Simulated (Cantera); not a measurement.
An adiabatic, constant-volume homogeneous reactor starts with CO : H₂ : CH₄ : O₂ : N₂ : CO₂ = 1 : 0.16 : 0.27 : 0.862 : 3.24 : 0.21 (molar parts), equivalence ratio 1.3, at 1648 K and 3.00 bar. Integrator tolerance rtol = 1e-08.

Cantera simulation using GRI-Mech 3.0 (53 species, 325 reactions); the numbers are that mechanism's predictions, not measurements. Above 3000 K some thermodynamic fits are extrapolated.

### Question
What does this change do: constant pressure in place of constant volume?

### Answer
| quantity | before | after |
|---|---|---|
| time of steepest temperature rise | 35.5 µs | 37.8 µs |
| temperature at 1.00 s | 3006 K | 2862 K |
| equilibrium temperature | 3006 K | 2862 K |
| x(CO) at 1.00 s | 0.136 (gas-phase equilibrium 0.136) | 0.127 (gas-phase equilibrium 0.127) |
| x(H₂) at 1.00 s | 0.0142 (gas-phase equilibrium 0.0142) | 0.0131 (gas-phase equilibrium 0.0131) |
| x(CH₄) at 1.00 s | <1e-12 (gas-phase equilibrium <1e-12) | <1e-12 (gas-phase equilibrium <1e-12) |
| x(OH) at 1.00 s | 0.0187 (gas-phase equilibrium 0.0187) | 0.0153 (gas-phase equilibrium 0.0153) |
| x(N₂O) at 1.00 s | 1.33e-6 (gas-phase equilibrium 1.33e-6) | 7.57e-7 (gas-phase equilibrium 7.57e-7) |
| x(CH₃) at 1.00 s | <1e-12 (gas-phase equilibrium <1e-12) | <1e-12 (gas-phase equilibrium <1e-12) |
| x(C₂H) at 1.00 s | <1e-12 (gas-phase equilibrium <1e-12) | <1e-12 (gas-phase equilibrium <1e-12) |

### Question
What does this change do: initial temperature 1648 to 1550 K?

### Answer
```csv
quantity,before,after
time of steepest temperature rise,35.5 µs,59.0 µs
temperature at 1.00 s,3006 K,2981 K
equilibrium temperature,3006 K,2981 K
x(CO) at 1.00 s,0.136 (gas-phase equilibrium 0.136),0.132 (gas-phase equilibrium 0.132)
x(H₂) at 1.00 s,0.0142 (gas-phase equilibrium 0.0142),0.0136 (gas-phase equilibrium 0.0136)
x(CH₄) at 1.00 s,<1e-12 (gas-phase equilibrium <1e-12),<1e-12 (gas-phase equilibrium <1e-12)
x(OH) at 1.00 s,0.0187 (gas-phase equilibrium 0.0187),0.0173 (gas-phase equilibrium 0.0173)
x(N₂O) at 1.00 s,1.33e-6 (gas-phase equilibrium 1.33e-6),1.27e-6 (gas-phase equilibrium 1.27e-6)
x(CH₃) at 1.00 s,<1e-12 (gas-phase equilibrium <1e-12),<1e-12 (gas-phase equilibrium <1e-12)
x(C₂H) at 1.00 s,<1e-12 (gas-phase equilibrium <1e-12),<1e-12 (gas-phase equilibrium <1e-12)
```

### Question
What does this change do: pressure from 3.00 bar to 1.50 bar?

### Answer
```tsv
quantity	before	after
time of steepest temperature rise	35.5 µs	63.5 µs
temperature at 1.00 s	3006 K	2940 K
equilibrium temperature	3006 K	2940 K
x(CO) at 1.00 s	0.136 (gas-phase equilibrium 0.136)	0.140 (gas-phase equilibrium 0.140)
x(H₂) at 1.00 s	0.0142 (gas-phase equilibrium 0.0142)	0.0149 (gas-phase equilibrium 0.0149)
x(CH₄) at 1.00 s	<1e-12 (gas-phase equilibrium <1e-12)	<1e-12 (gas-phase equilibrium <1e-12)
x(OH) at 1.00 s	0.0187 (gas-phase equilibrium 0.0187)	0.0195 (gas-phase equilibrium 0.0195)
x(N₂O) at 1.00 s	1.33e-6 (gas-phase equilibrium 1.33e-6)	8.98e-7 (gas-phase equilibrium 8.98e-7)
x(CH₃) at 1.00 s	<1e-12 (gas-phase equilibrium <1e-12)	<1e-12 (gas-phase equilibrium <1e-12)
x(C₂H) at 1.00 s	<1e-12 (gas-phase equilibrium <1e-12)	<1e-12 (gas-phase equilibrium <1e-12)
```
